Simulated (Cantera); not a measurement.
Input: 1 mol CaCO3, 0.015 mol CO2, equilibrated at 852 °C and 4650 Torr.

Cantera equilibrium calculation (NASA polynomials, part measured and part estimated; ideal gas, pure solids and liquids). Candidate condensed phases: C, Ca, CaCO3, CaO; 15 gas species. Equilibrium is a limit: real reactors are often held back by kinetics, nucleation or transport.

Base state: CO2 1.000 (mole fractions); condensed: CaCO3(calcite).

Question: What changes in the equilibrium state with this change: temperature from 852 °C to 1150 °C?

Answer: 
```
species               before    after
-------------------  -------  -------
CO2                    1.000    1.000
CO                   1.31e-6  8.79e-5
O2                   6.56e-7  4.40e-5
CaCO3(calcite), mol     1.00        0
CaO(s), mol                0     1.00
```
